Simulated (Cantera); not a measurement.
What does this Cantera script print?

```python
import numpy as np
import cantera as ct

surf = ct.Interface("diamond.yaml", "diamond_100")
gas, bulk = surf.adjacent["gas"], surf.adjacent["diamond"]
k = surf.kinetics_species_index(bulk.species_names[0])
cover = ["c6HH", "c6H*", "c6*H", "c6**", "c6HM", "c6B"]

rows, drift = [], 0.0
print(f"{'T':>10s}{'um/h':>11s}" + "".join(f"{s:>11s}" for s in cover))
for v in [950, 1000, 1050, 1100, 1150, 1200, 1250, 1300, 1350, 1400]:
    T, P, xH, xCH3 = v, 11000, 0.013, 0.00066
    gas.TPX = T, P, {"H": xH, "CH3": xCH3, "CH4": 0.0021, "H2": 1 - xH - xCH3 - 0.0021}
    surf.TP = bulk.TP = T, P
    surf.coverages = "c6H*:0.1, c6HH:0.9"
    surf.advance_coverages(100.0)
    before = surf.coverages
    surf.advance_coverages(100.0)
    drift = max(drift, np.max(np.abs(surf.coverages - before) / (surf.coverages + 1e-9)))
    rate = surf.net_production_rates[k] * bulk.mean_molecular_weight / bulk.density * 3.6e9
    rows.append([rate, *surf[cover].coverages])
    print(f"{v:10.4g}{rate:11.4e}" + "".join(f"{x:11.3e}" for x in rows[-1][1:]))
```

It prints:

```
         T       um/h       c6HH       c6H*       c6*H       c6**       c6HM        c6B
       950 2.8800e+01  6.163e-01  1.379e-02  3.209e-01  6.381e-03  3.271e-02  7.815e-08
      1000 3.6825e+01  5.755e-01  1.793e-02  3.609e-01  9.343e-03  2.648e-02  9.993e-08
      1050 4.5183e+01  5.360e-01  2.251e-02  3.974e-01  1.312e-02  2.143e-02  1.226e-07
      1100 5.2668e+01  4.988e-01  2.745e-02  4.300e-01  1.776e-02  1.706e-02  1.429e-07
      1150 5.6836e+01  4.644e-01  3.268e-02  4.588e-01  2.330e-02  1.291e-02  1.542e-07
      1200 5.4618e+01  4.330e-01  3.814e-02  4.840e-01  2.976e-02  8.812e-03  1.482e-07
      1250 4.5876e+01  4.041e-01  4.370e-02  5.054e-01  3.707e-02  5.185e-03  1.245e-07
      1300 3.5481e+01  3.774e-01  4.923e-02  5.226e-01  4.513e-02  2.638e-03  9.628e-08
      1350 2.8222e+01  3.528e-01  5.463e-02  5.356e-01  5.377e-02  1.220e-03  7.658e-08
      1400 2.4877e+01  3.303e-01  5.984e-02  5.449e-01  6.289e-02  5.395e-04  6.751e-08
```

Model: the Harris–Goodwin 1993 mechanism for the reconstructed diamond (100) surface, integrated in Cantera.
